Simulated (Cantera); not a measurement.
Feed: 1 mol n-butane, 0.023 mol CO2, 0.58 mol H2, at 51.0 Pa.

Equilibrium computed with Cantera from the NASA thermochemical tables; the gas is ideal and each condensed phase is pure. Candidate condensed phases: C, C6H6, C7H8, C8H18, H2O; 110 gas species. Kinetics and transport are ignored. All values below are at 2327 °C.

Base state: H 0.776, H2 0.208, CO 0.00495, C3 0.00434, C2H2 (acetylene) 0.00338, C 0.00122, C2H 0.00111, C2 0.000408 (mole fractions); condensed: C(graphite).

Question: What changes in the equilibrium state with this change: 0.4 mol O2 added?

Answer: 
```tsv
species	before	after
H	0.776	0.725
H2	0.208	0.182
CO	0.00495	0.0831
C2H2 (acetylene)	0.00338	0.00295
C4H2	2.27e-5	1.98e-5
C2H	0.00111	0.00103
CH	1.21e-5	1.13e-5
C2	0.000408	0.000408
C(graphite), mol	3.75	2.94
```
